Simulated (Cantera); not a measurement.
# CF₄ + F₂ + CH₄ (fluorocarbon and chlorocarbon gases)

Charge: 1 mol CF₄, 0.041 mol F₂, 0.03 mol CH₄, equilibrated at 21.0 Pa.

These are equilibrium values from Cantera (NASA tables, ideal gas, pure condensed phases), not measurements of a reactor. Candidate condensed phases: C, C₆H₆, C₇H₈, C₈H₁₈; 110 gas species. Ions and electrons are included (thermal ionisation). Rates play no part.

```tsv
T (K)	log p F	log p C	log p C₃	log p CF	log p H	log p HF	log p C₂
3000	-3.76	-4.84	-5.15	-5.24	-5.60	-5.54	-5.60
3500	-3.78	-4.40	-7.16	-6.21	-5.33	-6.79	-6.23
4000	-3.79	-4.39	-9.61	-7.24	-5.32	-7.89	-7.34
4500	-3.79	-4.38	-11.56	-8.06	-5.32	-8.76	-8.23
5000	-3.79	-4.39	-13.13	-8.72	-5.32	-9.47	-8.95
```
log p: log10 of the partial pressure in bar; nothing condenses.

From 3000 K to 5000 K nothing is condensed. The main C-bearing gas is C₃ at 3000 K and C at 5000 K.
